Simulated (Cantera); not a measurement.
A closed system holds: 1 mol V2O5, 4.6 mol H2, held at 101000 Pa.

Equilibrium computed with Cantera from the NASA thermochemical tables; the gas is ideal and each condensed phase is pure. Candidate condensed phases: H2O, V, VO, V2O3, V2O4, V2O5; 12 gas species. Condensed phases not in the tables: the oxides between V2O3 and V2O5 other than VO2. Equilibrium is a limit: real reactors are often held back by kinetics, nucleation or transport. All values below are at 1352 °C.

Base state: H2 0.565, H2O 0.435, H 5.27e-5 (mole fractions); condensed: V2O3(s).

Q: What changes in the equilibrium state with this change: V2O5 replaced by Cr2O3?

A: 
| species | before | after |
|---|---|---|
| H2 | 0.565 | 0.997 |
| H2O | 0.435 | 0.00265 |
| H | 5.27e-5 | 7.00e-5 |
| V2O3(s), mol | 1.00 | 0 |
| Cr(s), mol | 0 | 0.00811 |
| Cr2O3(s), mol | 0 | 0.996 |
Mutual solubility and eutectic melting of coexisting phases are not modelled. Further candidate phases: Cr, Cr2O3.
